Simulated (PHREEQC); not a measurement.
Solution (35 °C): 0.18 mol HCl, 0.0053 mol CuSO4 and 0.026 mol MgSO4 per kg of water. Closed to the air; pH follows from the charge balance.

The numbers come from PHREEQC with the ion-association model, phreeqc.dat.

```json
{
  "pH": "0.91",
  "ionic_strength": "0.244 mol/kgw",
  "activity_of_water": "0.993",
  "specific_conductance": "68800 µS/cm",
  "density": "1.001 g/cm³",
  "total_alkalinity": "-180 meq/kg"
}
```

| species | molality | activity | log γ |
|---|---|---|---|
| Cl- | 0.179 | 0.125 | -0.157 |
| H+ | 0.156 | 0.123 | -0.104 |
| HSO4- | 0.0240 | 0.0177 | -0.134 |
| Mg+2 | 0.0235 | 0.00756 | -0.492 |
| SO4-2 | 0.00443 | 0.00118 | -0.575 |
| Cu+2 | 0.00402 | 0.00122 | -0.518 |
| MgSO4 | 0.00254 | 0.00268 | 0.024 |
| CuCl+ | 0.000938 | 0.000657 | -0.155 |
| CuSO4 | 0.000297 | 0.000314 | 0.024 |
| CuCl2 | 4.61e-5 | 4.88e-5 | 0.024 |
| CuCl3- | 3.67e-8 | 2.56e-8 | -0.155 |

This is a speciation only: nothing precipitates in the calculation.
